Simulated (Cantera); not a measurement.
What does this Cantera script print?

```python
import numpy as np
import cantera as ct

gas = ct.Solution("h2o2.yaml")


def delay(T, t_max=10):
    gas.TPX = T, 101325, {'H2': 1, 'O2': 0.667, 'N2': 2.51, 'H2O': 0.21}
    reactor = ct.IdealGasReactor(gas, clone=False)
    net = ct.ReactorNet([reactor])
    net.rtol, net.atol = 1e-8, 1e-16
    while net.time < t_max:
        t_old, T_old = net.time, reactor.T
        net.step()
        if reactor.T > T + 400:  # ignition: a rise of 400 K
            return t_old + (T + 400 - T_old) / (reactor.T - T_old) * (net.time - t_old)
    return np.nan


taus = []
for T in [975, 1050, 1125, 1200, 1275, 1350, 1425]:
    taus.append(delay(T))
    print(f"T0 = {T:6g} K   tau = {taus[-1]:.4e} s")
```

Result:

```
T0 =    975 K   tau = 1.3081e-02 s
T0 =   1050 K   tau = 1.9535e-04 s
T0 =   1125 K   tau = 8.2380e-05 s
T0 =   1200 K   tau = 4.9113e-05 s
T0 =   1275 K   tau = 3.3606e-05 s
T0 =   1350 K   tau = 2.5063e-05 s
T0 =   1425 K   tau = 1.9999e-05 s
```

Detailed kinetics in Cantera: the H2/O2 subset of GRI-Mech 3.0, which has no nitrogen chemistry.
